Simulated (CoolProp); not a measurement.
A closed Brayton cycle with carbon dioxide: compressor inlet 320.15 K and 7.9 MPa, high pressure 14.5 MPa, turbine inlet 835 K, compressor efficiency 0.89, turbine efficiency 0.93, recuperator effectiveness 0 (on enthalpy, no pinch check). Each further row changes one setting.

Model: reference Helmholtz-energy equation of state, Span 1996, in CoolProp.

```csv
case,thermal efficiency (%),net work (kJ/kg),compressor to turbine work,compressor exit (K),turbine exit (K)
as stated,10.0,59.4,0.31,368.8,758.8
turbine inlet 785 K,10.0,53.8,0.33,368.8,711.7
compressor inlet 330.15 K,9.7,55.5,0.35,382.4,758.8
high pressure 12.3 MPa,7.4,44.7,0.30,355.4,779.1
recuperator effectiveness 0.5,16.0,59.4,0.31,368.8,758.8
```
